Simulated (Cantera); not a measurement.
A freely propagating, adiabatic, planar premixed flame of CH₄ : O₂ : N₂ : H₂O = 1 : 1.54 : 5.78 : 0.49 (molar parts), equivalence ratio 1.3, unburnt at 575 K and 0.148 atm; mixture-averaged transport, grid criteria slope 0.08 and curve 0.16, no radiation.

Detailed kinetics in Cantera: GRI-Mech 3.0 (53 species, 325 reactions). Burning velocities carry a grid error of a few per cent, more on coarse grids.

What does this change do: O2 1.54 to 2 parts?


```json
[
 {"quantity": "laminar burning velocity", "before": "121 cm/s", "after": "202 cm/s"},
 {"quantity": "thermal thickness", "before": "2.17 mm", "after": "1.57 mm"},
 {"quantity": "peak x(HCO)", "before": "6.62e-5", "after": "0.000125"},
 {"quantity": "peak x(OH)", "before": "0.00637", "after": "0.0157"},
 {"quantity": "peak x(CO)", "before": "0.0713", "after": "0.0665"}
]
```

What does this change do: inlet temperature 575 to 300 K?


```
quantity                    before      after
------------------------  --------  ---------
laminar burning velocity  121 cm/s  37.2 cm/s
thermal thickness          2.17 mm    2.88 mm
peak x(HCO)                6.62e-5    3.72e-5
peak x(OH)                 0.00637    0.00363
peak x(CO)                  0.0713     0.0667
```
